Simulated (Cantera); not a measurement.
A freely propagating, adiabatic, planar premixed flame of H2 : O2 : N2 = 1 : 0.82 : 3.08 (molar parts), equivalence ratio 0.61, unburnt at 650 K and 100.0 Torr; mixture-averaged transport, grid criteria slope 0.08 and curve 0.16, no radiation.

Model: the H2/O2 subset of GRI-Mech 3.0, which has no nitrogen chemistry, integrated in Cantera. Burning velocities carry a grid error of a few per cent, more on coarse grids. Lean hydrogen flames are cellular in practice and burn faster than this planar one.

### Question
Predict: laminar burning velocity; thermal thickness; peak x(H2O2); peak x(H); peak x(OH).

### Answer
| Item | Value |
|---|---|
| laminar burning velocity | 541 cm/s |
| thermal thickness | 6.76 mm |
| peak x(H2O2) | 1.18e-6 |
| peak x(H) | 0.0504 |
| peak x(OH) | 0.0137 |
